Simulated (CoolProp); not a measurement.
The fluid at 298.15 K and 0.574 MPa (stagnation) flows isentropically through a choked orifice. The same conditions are run with several fluids, on thermodynamics alone (safety and materials aside).

Computed with CoolProp (reference Helmholtz-energy equation of state of each fluid (R1132(E): Akasaka 2024; R410A: Lemmon 2003; ethane: Bücker 2006; R404A: Lemmon 2003; CH2F2 (R32): Tillner-Roth 1997)). Blends and air are pseudo-pure fits.

| fluid | throat to inlet pressure ratio | mass flux (kg/(m² s)) | throat temperature (K) |
|---|---|---|---|
| R1132(E) | 0.575 | 1920 | 274.2 |
| R410A | 0.574 | 2060 | 273.4 |
| ethane | 0.566 | 1320 | 270.6 |
| R404A | 0.590 | 2350 | 280.7 |
| CH2F2 (R32) | 0.556 | 1790 | 264.6 |
